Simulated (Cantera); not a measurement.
An adiabatic, constant-volume homogeneous reactor starts with 30.5 % CO, 2.96 % H2, 14.0 % O2, 52.5 % N2, equivalence ratio 1.2, at 1623 K and 1.01 bar.

Model: GRI-Mech 3.0 (53 species, 325 reactions), integrated in Cantera.

### Question
Predict: time of steepest temperature rise; temperature at 10.0 s; equilibrium temperature; x(CO) at 10.0 s; x(H2) at 10.0 s; x(O2) at 10.0 s; x(N2O) at 10.0 s; x(H) at 10.0 s; x(CO2) at 10.0 s; x(O) at 10.0 s.

### Answer
| Item | Result |
|---|---|
| time of steepest temperature rise | 30.3 µs |
| temperature at 10.0 s | 2942 K |
| equilibrium temperature | 2942 K |
| x(CO) at 10.0 s | 0.169 (gas-phase equilibrium 0.169) |
| x(H2) at 10.0 s | 0.00292 (gas-phase equilibrium 0.00292) |
| x(O2) at 10.0 s | 0.0389 (gas-phase equilibrium 0.0389) |
| x(N2O) at 10.0 s | 1.00e-6 (gas-phase equilibrium 1.00e-6) |
| x(H) at 10.0 s | 0.00550 (gas-phase equilibrium 0.00550) |
| x(CO2) at 10.0 s | 0.161 (gas-phase equilibrium 0.161) |
| x(O) at 10.0 s | 0.0141 (gas-phase equilibrium 0.0141) |
